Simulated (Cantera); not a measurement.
An isothermal, constant-pressure homogeneous reactor starts with NH₃ : H₂ = 1 : 0.44 (molar parts), at 2373 K and 1700 Pa. Integrator tolerance rtol = 1e-08.

Cantera simulation using the gas-phase N/H chemistry of the illustrative SiF4/NH3 mechanism in the Surface Chemkin manual (1991); the numbers are that mechanism's predictions, not measurements. Walls and surfaces, which speed up NH3 decomposition in real reactors, are not modelled.

Task: What does this change do: H2 0.44 to 2.1 parts?

Result: 
| quantity | before | after |
|---|---|---|
| x(NH₃) at 1.00 s | 9.16e-7 (gas-phase equilibrium 5.43e-8) | 7.35e-7 (gas-phase equilibrium 4.86e-8) |
| x(H₂) at 1.00 s | 0.739 (gas-phase equilibrium 0.713) | 0.811 (gas-phase equilibrium 0.788) |
| x(N₂) at 1.00 s | 0.199 (gas-phase equilibrium 0.196) | 0.118 (gas-phase equilibrium 0.116) |
| x(H) at 1.00 s | 0.0622 (gas-phase equilibrium 0.0911) | 0.0712 (gas-phase equilibrium 0.0957) |
| x(NH₂) at 1.00 s | 2.48e-7 (gas-phase equilibrium 2.23e-8) | 2.07e-7 (gas-phase equilibrium 1.90e-8) |

Task: What does this change do: NH3 1 to 0.14 parts?

Result: 
```csv
quantity,before,after
x(NH₃) at 1.00 s,9.16e-7 (gas-phase equilibrium 5.43e-8),6.79e-7 (gas-phase equilibrium 4.53e-8)
x(H₂) at 1.00 s,0.739 (gas-phase equilibrium 0.713),0.832 (gas-phase equilibrium 0.810)
x(N₂) at 1.00 s,0.199 (gas-phase equilibrium 0.196),0.0936 (gas-phase equilibrium 0.0925)
x(H) at 1.00 s,0.0622 (gas-phase equilibrium 0.0911),0.0740 (gas-phase equilibrium 0.0971)
x(NH₂) at 1.00 s,2.48e-7 (gas-phase equilibrium 2.23e-8),1.94e-7 (gas-phase equilibrium 1.74e-8)
```

Task: What does this change do: pressure from 1700 Pa to 101000 Pa?

Result: 
```json
[
 {"quantity": "x(NH₃) at 1.00 s", "before": "9.16e-7 (gas-phase equilibrium 5.43e-8)", "after": "3.82e-6 (gas-phase equilibrium 3.81e-6)"},
 {"quantity": "x(H₂) at 1.00 s", "before": "0.739 (gas-phase equilibrium 0.713)", "after": "0.784 (gas-phase equilibrium 0.784)"},
 {"quantity": "x(N₂) at 1.00 s", "before": "0.199 (gas-phase equilibrium 0.196)", "after": "0.204 (gas-phase equilibrium 0.204)"},
 {"quantity": "x(H) at 1.00 s", "before": "0.0622 (gas-phase equilibrium 0.0911)", "after": "0.0124 (gas-phase equilibrium 0.0124)"},
 {"quantity": "x(NH₂) at 1.00 s", "before": "2.48e-7 (gas-phase equilibrium 2.23e-8)", "after": "1.94e-7 (gas-phase equilibrium 1.93e-7)"}
]
```
